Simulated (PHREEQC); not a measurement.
A solution holds 0.015 mol HNO3 and 0.015 mol CO2 per kg of water, at 36 °C. Closed to the air; pH follows from the charge balance.

The numbers come from PHREEQC with the ion-association model, phreeqc.dat.

```json
[
 {"quantity": "pH", "before": "1.87", "after": "1.70"},
 {"quantity": "(CO2)2 (mol/kgw)", "before": "5.82e-6", "after": "5.83e-6"},
 {"quantity": "HCO3- (mol/kgw)", "before": "6.20e-7", "after": "4.30e-7"}
]
```

Which change was made?
A) HNO3 from 0.015 to 0.0225 mol/kgw
B) 0.025 mol/kgw Al(NO3)3 added
C) CO2 replaced by Na2CO3 at the same molality
D) HNO3 left out
E) diluted 100-fold with water

A, HNO3 from 0.015 to 0.0225 mol/kgw

This is a speciation only: nothing precipitates in the calculation. Away from 25 °C the constants follow the database's enthalpies or fits; those with neither stay at their 25 °C values.
